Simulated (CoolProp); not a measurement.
Vapour-liquid equilibrium of R114 (1) + n-heptane (2) at 115.85 °C; x and y are mole fractions of (1).

Model: multi-fluid Helmholtz-energy mixture model, Platzer 1990 and Span 2003; pair parameters Bell 2016, in CoolProp. This equation is an older, rougher fit; its heat capacities, sound speeds and derivatives of the liquid may be far off and weren't checked against measurements.

```csv
x,"bubble pressure, mixture model (bar)","bubble pressure, Raoult's law (bar)","y, mixture model","y, Raoult's law"
0.05,2.661,2.529,0.387,0.381
0.125,4.157,3.851,[?],0.626
0.2,5.597,5.172,0.724,0.745
0.275,[?],6.494,0.786,0.816
0.35,8.259,7.815,[?],0.863
0.425,9.483,9.137,0.855,0.896
0.5,10.65,10.46,0.878,0.921
0.575,[?],11.78,0.897,0.941
0.65,12.92,13.10,0.915,0.956
0.725,14.08,14.42,[?],0.969
0.8,15.31,15.75,0.947,0.979
0.875,[?],17.07,[?],0.988
0.95,[?],18.39,0.985,0.996
```

**Question.** Some entries are withheld; supply them.

**Answer.** 
- 0.125, y, mixture model: 0.617
- 0.275, bubble pressure, mixture model (bar): 6.965
- 0.35, y, mixture model: 0.826
- 0.575, bubble pressure, mixture model (bar): 11.79
- 0.725, y, mixture model: 0.931
- 0.875, bubble pressure, mixture model (bar): 16.64
- 0.875, y, mixture model: 0.965
- 0.95, bubble pressure, mixture model (bar): 18.14

The largest gap from Raoult's law is +8.2 % in bubble pressure, at x = 0.2. No azeotrope shows between x = 0.05 and 0.95.

The pair parameters rest on a limited set of measurements; away from them the model extrapolates. The gap from Raoult's law changes sign with composition, which may be real or a fault of the pair parameters; it wasn't checked against measurements.
